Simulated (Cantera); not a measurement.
Standard-state values (1 bar) from the NASA 1993 polynomials, evaluated with Cantera. Values are per mole of reaction as written; species without (g) are pure solids or liquids, kept so even where they would boil at 1 bar. The tables' values for SiF₂ are old estimates.

SiF₄(g) + SiCl₄(g) → 2 SiF₂(g) + 2 Cl₂(g), with ΔH° = 1102.0 kJ and ΔS° = 345.5 J/K at 300 K.

Problem. How far is the shortcut ΔG° ≈ ΔH°(300 K) − T·ΔS°(300 K) from the full temperature-dependent value at 1900, 2100, 2300, 2500, 2700 K?

Solution. 
```csv
T (K),shortcut (kJ),full (kJ),difference (kJ),difference in log10 K
1900,445.5,476.8,-31.3,0.86
2100,376.4,414.6,-38.2,0.95
2300,307.3,352.8,-45.5,1.03
2500,238.1,291.4,-53.2,1.11
2700,169.0,230.2,-61.2,1.18
```
The shortcut ignores the heat-capacity change of the reaction.
